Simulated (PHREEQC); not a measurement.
Make-up at 25 °C: 160 mmol/kgw CuSO4 and 0.1 mmol/kgw NaF. Closed to the air; pH follows from the charge balance.

All values are PHREEQC results (ion-association model, phreeqc.dat), not measurements.

```csv
quantity,before,after
pH,4.46,4.41
SO4-2 (mol/kgw),0.0780,0.112
Na+ (mol/kgw),9.11e-5,8.90e-5
HSO4- (mol/kgw),8.87e-5,0.000125
F- (mol/kgw),7.12e-5,6.69e-5
```

Task: What was changed between the two runs?
A) CuSO4 from 0.16 to 0.24 mol/kgw
B) NaF from 0.0001 to 9e-05 mol/kgw
C) CuSO4 replaced by (NH4)2SO4 at the same molality
D) NaF from 0.0001 to 5e-05 mol/kgw

Result: A, CuSO4 from 0.16 to 0.24 mol/kgw

This is a speciation only: nothing precipitates in the calculation.
